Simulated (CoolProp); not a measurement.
Vapour-liquid equilibrium of CH2F2 (R32) (1) + R1234yf (2) at 276.5 K; x and y are mole fractions of (1).

Computed with CoolProp (multi-fluid Helmholtz-energy mixture model, Tillner-Roth 1997 and Lemmon 2022; pair parameters Bell 2023).

```
x     bubble pressure (kPa)  y at the bubble point  dew pressure at overall composition x (kPa)  liquid density (mol/L)
----  ---------------------  ---------------------  -------------------------------------------  ----------------------
0.05                  396.9                  0.142                                        367.7                       …
0.2                   519.8                  0.423                                        417.8                   11.25
0.35                  625.2                  0.589                                        481.8                   12.21
0.5                   712.0                  0.700                                            …                   13.37
0.65                  783.0                  0.788                                        671.8                       …
0.8                   842.1                  0.870                                        792.4                   16.67
0.95                  890.8                      …                                        885.2                   19.09
```

**Question.** Complete the blanks.

**Answer.** 
- 0.05, liquid density (mol/L): 10.46
- 0.5, dew pressure at overall composition x (kPa): 565.0
- 0.65, liquid density (mol/L): 14.82
- 0.95, y at the bubble point: 0.963

No azeotrope shows between x = 0.05 and 0.95.

The pair parameters rest on a limited set of measurements; away from them the model extrapolates.
